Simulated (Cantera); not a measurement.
A closed system holds: 1 mol SiC, 1.2 mol N₂O, 15 mol H₂, equilibrated at 1.00 Torr.

Method: chemical equilibrium by Gibbs-energy minimisation in Cantera with the NASA 1993 tables (ideal gas, pure condensed phases). Candidate condensed phases: C, C₆H₆, C₇H₈, C₈H₁₈, H₂O, Si, SiC, SiO₂, Si₂N₂O, Si₃N₄; 151 gas species. Mutual solubility and eutectic melting of coexisting phases are not modelled. Rates play no part. All values below are at 1225 °C.

Base state: H₂ 0.895, N₂ 0.0521, CO 0.0456, SiO 0.00653, H 0.000445, HCN 2.62e-5 (mole fractions); condensed: SiC(s) + Si₂N₂O(s).

Q: What changes in the equilibrium state with this change: SiC replaced by Si₃N₄?

A: 
```csv
species,before,after
H₂,0.895,0.903
N₂,0.0521,0.0965
H,0.000445,0.000447
CO,0.0456,0
SiO,0.00653,0.000438
HCN,2.62e-5,0
"SiC(s), mol",0.236,0
"Si₂N₂O(s), mol",0.327,1.19
"Si₃N₄(s), mol",0,0.202
```
